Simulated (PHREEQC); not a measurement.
Make-up at 5 °C: 31 mmol/kgw H2SO4, 42 mmol/kgw CuSO4 and 0.21 mmol/kgw MnSO4. Closed to the air; pH follows from the charge balance.

Model: ion-association model, phreeqc.dat, run in PHREEQC.

The ionic strength comes out as 0.143 mol/kgw. What activity coefficients do SO4-2, H+, Mn+2, Cu+2, HSO4- get?

SO4-2 0.34, H+ 0.81, Mn+2 0.37, Cu+2 0.37, HSO4- 0.77.

No solid was allowed to form. Away from 25 °C the constants follow the database's enthalpies or fits; those with neither stay at their 25 °C values.
